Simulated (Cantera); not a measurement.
An isothermal, constant-pressure homogeneous reactor starts with C2H6 : N2 = 1 : 100 (molar parts), at 1475 K and 0.0263 atm. Integrator tolerance rtol = 1e-08.

Cantera simulation using GRI-Mech 3.0 (53 species, 325 reactions); the numbers are that mechanism's predictions, not measurements. GRI-Mech 3.0 stops at C3 and has no aromatics, soot or wall deposition, so with more carbon than oxygen in the feed, carbon stays in small species such as C2H2 where larger ones or solid carbon would form. Radical loss at walls, strong at low pressure, is not modelled.

### Question
What does this change do: C2H6 1 to 0.75 parts?

### Answer
| quantity | before | after |
|---|---|---|
| x(C2H6) at 200 s | 4.14e-9 (gas-phase equilibrium 1.29e-12) | 3.10e-9 (gas-phase equilibrium <1e-12) |
| x(CH2) at 200 s | 9.71e-10 (gas-phase equilibrium 1.52e-11) | 9.51e-10 (gas-phase equilibrium 1.03e-11) |
| x(CH3) at 200 s | 2.19e-6 (gas-phase equilibrium 3.31e-8) | 1.87e-6 (gas-phase equilibrium 1.94e-8) |
| x(CH4) at 200 s | 0.000196 (gas-phase equilibrium 2.86e-6) | 0.000145 (gas-phase equilibrium 1.45e-6) |
| x(C2H2) at 200 s | 0.00961 (gas-phase equilibrium 0.00127) | 0.00726 (gas-phase equilibrium 0.000761) |

### Question
What does this change do: temperature 1475 to 1350 K?

### Answer
```json
[
 {"quantity": "x(C2H6) at 200 s", "before": "4.14e-9 (gas-phase equilibrium 1.29e-12)", "after": "1.13e-7 (gas-phase equilibrium 1.87e-11)"},
 {"quantity": "x(CH2) at 200 s", "before": "9.71e-10 (gas-phase equilibrium 1.52e-11)", "after": "1.48e-10 (gas-phase equilibrium 2.12e-12)"},
 {"quantity": "x(CH3) at 200 s", "before": "2.19e-6 (gas-phase equilibrium 3.31e-8)", "after": "2.71e-6 (gas-phase equilibrium 3.01e-8)"},
 {"quantity": "x(CH4) at 200 s", "before": "0.000196 (gas-phase equilibrium 2.86e-6)", "after": "0.00166 (gas-phase equilibrium 1.44e-5)"},
 {"quantity": "x(C2H2) at 200 s", "before": "0.00961 (gas-phase equilibrium 0.00127)", "after": "0.00889 (gas-phase equilibrium 0.00152)"}
]
```
